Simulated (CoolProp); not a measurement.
Model: reference Helmholtz-energy equation of state, Setzmann 1991, in CoolProp.

### Question
Give the vapour pressure (MPa), liquid density (kg/m³), surface tension (mN/m), liquid viscosity (µPa s) of saturated methane at 128 K.

### Answer
```tsv
T (K)	p (MPa)	liquid density (kg/m³)	surface tension (mN/m)	liquid viscosity (µPa s)
128	0.325	397	9.78	84.2
```

Viscosity comes from a separate model (Quiñones-Cisneros 2006). Surface tension comes from a separate correlation (Mulero 2012).
